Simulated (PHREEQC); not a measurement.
PHREEQC input (ion-association model, wateq4f.dat):

```
SOLUTION_MASTER_SPECIES
  Amm  AmmH+  0  AmmH  17.031  # ammonia with no redox link, constants of NH4+
SOLUTION_SPECIES
  AmmH+ = AmmH+
    -log_k 0
  AmmH+ = Amm + H+
    -log_k -9.252
    -delta_h 12.48 kcal
    -analytic 0.6322 -0.001225 -2835.76
    -gamma 2.5 0.0
  AmmH+ + SO4-2 = AmmHSO4-
    -log_k 1.11
    -gamma 5.0 0.0
PHASES
  Amm(g)
    Amm = Amm
    -log_k 1.770
    -delta_h -8.170 kcal
EXCHANGE_SPECIES
  AmmH+ + X- = AmmHX
    -log_k 0.6
SOLUTION 1
  temp 75
  units mol/kgw
  pH 7 charge
END
SELECTED_OUTPUT 1
  -reset false
  -pH true
  -pe true
  -ionic_strength true
  -water true
  -totals Amm Ca F S S(-2) S(6)
  -molalities H+ Ca+2 F- SO4-2 CaSO4 CaOH+ HSO4- H2S HS- S-2
    O2 OH- CaF+ CaHSO4+ HF HF2- H2F2 AmmH+ Amm AmmHSO4-
  -equilibrium_phases Fluorite Gypsum Portlandite
PRINT
  -reset false
USE solution 1
REACTION 1
  (AmmH)2SO4 1
  0 0.00208 0.00417 0.00625 0.00833 0.0104 0.0125 0.0146 0.0167 0.0187 0.0208 0.0229 0.025 moles
EQUILIBRIUM_PHASES 1
  Fluorite 0 0.5
  Gypsum 0 0
  Portlandite 0 0
  O2(g) -0.68 10
END
```

Selected output (columns that matter, 12 of 13 rows; (NH4)2SO4 added (mol) added in front):

```
(NH4)2SO4 added (mol)	pH	mu	Amm	Ca	F	S	m_H+	m_Ca+2	m_F-	m_SO4-2	m_CaSO4	m_OH-	m_AmmHSO4-	Fluorite
0	6.5905	0.00078881	0	0.00026474	0.00052947	0	2.6551e-07	0.0002619	0.00052612	0	0	7.8743e-07	0	0.49974
0.00208	5.4809	0.0067836	0.00416	0.0003251	0.00065021	0.00208	3.5997e-06	0.00025347	0.00063989	0.0019396	6.9006e-05	6.5102e-08	6.9748e-05	0.49967
0.00417	5.3697	0.012653	0.00834	0.00035858	0.00071715	0.00417	4.7601e-06	0.00024977	0.00070403	0.0038179	0.00010626	5.2002e-08	0.00024189	0.49964
0.00625	5.3106	0.018368	0.0125	0.00038329	0.00076657	0.00625	5.5411e-06	0.00024853	0.00075145	0.005625	0.00013227	4.6427e-08	0.0004865	0.49962
0.00833	5.2711	0.023975	0.01666	0.00040329	0.00080658	0.00833	6.1432e-06	0.00024842	0.00078986	0.0073797	0.00015241	4.3164e-08	0.00078943	0.4996
0.0104	5.2418	0.029465	0.0208	0.00042016	0.00084032	0.0104	6.6359e-06	0.00024892	0.00082227	0.0090811	0.00016882	4.0972e-08	0.0011394	0.49958
0.0146	5.199	0.040367	0.0292	0.00044834	0.00089668	0.0146	7.4372e-06	0.00025081	0.00087641	0.012417	0.00019513	3.8084e-08	0.0019725	0.49955
0.0167	5.1827	0.045716	0.0334	0.00046029	0.00092058	0.0167	7.7714e-06	0.00025199	0.00089938	0.014035	0.00020592	3.7073e-08	0.0024418	0.49954
0.0187	5.1692	0.050754	0.0374	0.0004707	0.00094139	0.0187	8.0605e-06	0.00025318	0.00091937	0.015548	0.00021515	3.6272e-08	0.0029172	0.49953
0.0208	5.1566	0.055991	0.0416	0.00048077	0.00096153	0.0208	8.3392e-06	0.00025446	0.00093873	0.017111	0.00022394	3.5557e-08	0.0034439	0.49952
0.0229	5.1454	0.061177	0.0458	0.0004901	0.0009802	0.0229	8.5969e-06	0.00025577	0.00095668	0.018648	0.00023198	3.4941e-08	0.0039964	0.49951
0.025	5.1353	0.066315	0.05	0.00049881	0.00099761	0.025	8.8369e-06	0.00025708	0.00097341	0.020162	0.00023938	3.4403e-08	0.0045731	0.4995
```

Constants without temperature data keep their 25 °C values here.
